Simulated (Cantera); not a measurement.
**Equilibrium for abatement and gas-phase synthesis: HF + O2**

Feed: 1 mol HF, 0.11 mol O2, at 2.90 mbar.

Equilibrium computed with Cantera from the NASA thermochemical tables; the gas is ideal and each condensed phase is pure. Candidate condensed phases: H2O; 22 gas species. Rates play no part.

```json
[
 {"T (°C)": "1675", "x HF": "0.897", "x O2": "0.0970", "x O": "0.00257", "x F": "0.00210", "x OH": "0.000490", "x H": "6.22e-5"},
 {"T (°C)": "1725", "x HF": "0.896", "x O2": "0.0961", "x O": "0.00379", "x F": "0.00272", "x OH": "0.000696", "x H": "0.000119"},
 {"T (°C)": "1775", "x HF": "0.894", "x O2": "0.0949", "x O": "0.00549", "x F": "0.00350", "x OH": "0.000966", "x H": "0.000220"},
 {"T (°C)": "1825", "x HF": "0.891", "x O2": "0.0933", "x O": "0.00778", "x F": "0.00445", "x OH": "0.00131", "x H": "0.000393"},
 {"T (°C)": "1875", "x HF": "0.888", "x O2": "0.0913", "x O": "0.0108", "x F": "0.00564", "x OH": "0.00174", "x H": "0.000679"},
 {"T (°C)": "1925", "x HF": "0.884", "x O2": "0.0887", "x O": "0.0148", "x F": "0.00709", "x OH": "0.00226", "x H": "0.00114"},
 {"T (°C)": "1975", "x HF": "0.879", "x O2": "0.0854", "x O": "0.0198", "x F": "0.00889", "x OH": "0.00286", "x H": "0.00186"},
 {"T (°C)": "2025", "x HF": "0.873", "x O2": "0.0814", "x O": "0.0260", "x F": "0.0111", "x OH": "0.00353", "x H": "0.00293"}
]
```
x: gas mole fraction; nothing condenses.

From 1675 °C to 2025 °C nothing is condensed.
